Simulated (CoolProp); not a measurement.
n-perfluoropentane along the isotherm 153.35 °C: density (kg/m³) from the reference equation and from simpler models built on Tc = 147.9 °C, pc = 2.063 MPa, ω = 0.436; each cubic takes its own stable root.

Values from CoolProp's reference Helmholtz-energy equation of state, Gao 2022.

| p (MPa) | phase | reference | ideal gas | Peng-Robinson |
|---|---|---|---|---|
| 1.25 | gas | 133.2 | 101.5 | 135.6 |
| 2.5 | supercritical | 856.1 | 203.1 | 755.3 |
| 3.75 | supercritical | 1045 | 304.6 | 995.3 |
| 5 | supercritical | 1113 | 406.1 | 1098 |
| 6.25 | supercritical | 1158 | 507.7 | 1169 |
| 7.5 | supercritical | 1192 | 609.2 | 1222 |
| 8.75 | supercritical | 1219 | 710.7 | 1266 |
| 10 | supercritical | 1243 | 812.3 | 1304 |
